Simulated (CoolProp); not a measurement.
A closed Brayton cycle with carbon dioxide: compressor inlet 330.15 K and 9.3 MPa, high pressure 17.1 MPa, turbine inlet 915 K, compressor efficiency 0.85, turbine efficiency 0.9, recuperator effectiveness 0.9 (on enthalpy, no pinch check). Each further row changes one setting.

Values from CoolProp's reference Helmholtz-energy equation of state, Span 1996.

```tsv
case	thermal efficiency (%)	net work (kJ/kg)	compressor to turbine work	compressor exit (K)	turbine exit (K)
as stated	31.0	63.9	0.31	378.9	836.0
turbine inlet 865 K	30.0	58.5	?	378.9	?
compressor inlet 340.15 K	30.6	?	0.35	393.2	836.0
high pressure 14.5 MPa	?	?	?	?	857.0
recuperator effectiveness 0.5	?	63.9	0.31	378.9	836.0
```

Task: Fill in the missing entries.

Result: 
- turbine inlet 865 K, compressor to turbine work: 0.33
- turbine inlet 865 K, turbine exit (K): 788.8
- compressor inlet 340.15 K, net work (kJ/kg): 59.8
- high pressure 14.5 MPa, thermal efficiency (%): 27.4
- high pressure 14.5 MPa, net work (kJ/kg): 48.1
- high pressure 14.5 MPa, compressor to turbine work: 0.29
- high pressure 14.5 MPa, compressor exit (K): 365.5
- recuperator effectiveness 0.5, thermal efficiency (%): 15.1
